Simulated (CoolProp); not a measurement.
The numbers come from the reference Helmholtz-energy equation of state, Platzer 1990 in CoolProp. This equation is an older, rougher fit.

Q: For CF4 (R14), give the phase and the cp (kJ/(kg K)), cv (kJ/(kg K)) at 500 K and 15.5 kPa.

A: 
- 500 K and 15.5 kPa: gas; cp 0.908, cv 0.813
